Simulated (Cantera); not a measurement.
What does this Cantera script print?

```python
import numpy as np
import cantera as ct

surf = ct.Interface("ptcombust.yaml", "Pt_surf")
gas = surf.adjacent["gas"]
gas.TPX = 300, 24000, {'CH4': 0.045, 'O2': 0.12, 'N2': 0.79}
jet = ct.ImpingingJet(gas=gas, width=0.02, surface=surf)
jet.inlet.mdot, jet.inlet.T, jet.inlet.X = 0.032, 300, {'CH4': 0.045, 'O2': 0.12, 'N2': 0.79}
jet.set_refine_criteria(ratio=10, slope=0.2, curve=0.3)
show, cover = ['CH4', 'O2', 'H2O', 'OH', 'CO', 'CO2'], ["PT(S)", "H(S)", "O(S)", "OH(S)", "CO(S)", "C(S)"]

rows = []
print(f"{'Ts/K':>7s}" + "".join(f"{s:>11s}" for s in show + cover) + "   (gas at the wall, coverages)")
for i, Ts in enumerate([900, 950, 1000, 1050, 1100, 1150]):
    jet.surface.T = Ts
    if i == 0:
        surf.TP = Ts, 24000
        surf.coverages = "PT(S):0.5, O(S):0.5"
        surf.advance_coverages(1.0)
        jet.set_initial_guess(products="inlet")
    jet.solve(loglevel=0, auto=(i == 0))
    rows.append([*(jet.X[gas.species_index(s), -1] for s in show), *surf[cover].coverages])
    print(f"{Ts:7g}" + "".join(f"{x:11.3e}" for x in rows[-1]))
```

It prints:

```
   Ts/K        CH4         O2        H2O         OH         CO        CO2      PT(S)       H(S)       O(S)      OH(S)      CO(S)       C(S)   (gas at the wall, coverages)
    900  2.681e-02  8.230e-02  3.812e-02  2.784e-08  9.413e-06  2.487e-02  1.703e-01  1.202e-07  8.272e-01  2.386e-03  2.224e-05  7.909e-08
    950  1.761e-02  6.284e-02  5.512e-02  8.258e-08  8.766e-06  3.611e-02  2.442e-01  3.466e-07  7.531e-01  2.675e-03  1.709e-05  8.178e-08
   1000  1.162e-02  5.025e-02  6.606e-02  2.200e-07  7.986e-06  4.339e-02  3.217e-01  7.850e-07  6.757e-01  2.648e-03  1.188e-05  7.426e-08
   1050  8.110e-03  4.291e-02  7.239e-02  5.194e-07  7.527e-06  4.763e-02  3.974e-01  1.515e-06  6.001e-01  2.457e-03  8.123e-06  6.463e-08
   1100  6.002e-03  3.855e-02  7.609e-02  1.113e-06  7.405e-06  5.013e-02  4.698e-01  2.638e-06  5.280e-01  2.204e-03  5.675e-06  5.625e-08
   1150  4.679e-03  3.590e-02  7.833e-02  2.204e-06  7.604e-06  5.163e-02  5.374e-01  4.265e-06  4.606e-01  1.942e-03  4.104e-06  4.970e-08
```

Detailed kinetics in Cantera: Deutschmann's 1995 Pt surface mechanism with GRI-Mech 3.0 gas chemistry. Catalytic surfaces can have several steady states; this one follows from the mechanism file's or the stated starting coverage.
